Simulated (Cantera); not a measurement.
Input: 1 mol CaCO3, 0.041 mol CO2, held at 1473 K and 7.50 Torr.

Cantera equilibrium calculation (NASA polynomials, part measured and part estimated; ideal gas, pure solids and liquids). Candidate condensed phases: C, Ca, CaCO3, CaO; 15 gas species. Rates play no part.

Base state: CO2 0.998, CO 0.00128, O2 0.000639 (mole fractions); condensed: CaO(s).

Question: What changes in the equilibrium state with this change: CaCO3 replaced by MgCO3?

Answer: 
```csv
species,before,after
CO2,0.998,0.998
CO,0.00128,0.00128
O2,0.000639,0.000639
"CaO(s), mol",1.00,0
"MgO(s), mol",0,1.00
```
Further candidate phases: Mg, MgCO3, MgO.

Question: What changes in the equilibrium state with this change: CaCO3 replaced by Ca(OH)2?

Answer: 
```json
[
 {"species": "H2O", "before": "0", "after": "0.959"},
 {"species": "CO2", "before": "0.998", "after": "0.0393"},
 {"species": "H2", "before": "0", "after": "0.000678"},
 {"species": "CO", "before": "0.00128", "after": "6.87e-5"},
 {"species": "OH", "before": "0", "after": "0.000121"},
 {"species": "O2", "before": "0.000639", "after": "0.000344"},
 {"species": "CaO(s), mol", "before": "1.00", "after": "1.00"}
]
```
Further candidate phases: C6H6, C7H8, C8H18, Ca(OH)2, H2O.
